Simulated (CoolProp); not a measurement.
Vapour-liquid equilibrium of R22 (1) + R123 (2) at 56.75 °C; x and y are mole fractions of (1).

Values from CoolProp's multi-fluid Helmholtz-energy mixture model, Kamei 1995 and Younglove 1994; pair parameters Bell 2016.

Problem. Give the bubble pressure and the first vapour's composition at x = 0.275, 0.875, 0.95. Is there an azeotrope?

Solution. x = 0.275: 0.7340 MPa, y = 0.705; x = 0.875: 1.950 MPa, y = 0.969; x = 0.95: 2.131 MPa, y = 0.987. No azeotrope shows between x = 0.05 and 0.95.

The pair parameters rest on a limited set of measurements; away from them the model extrapolates.
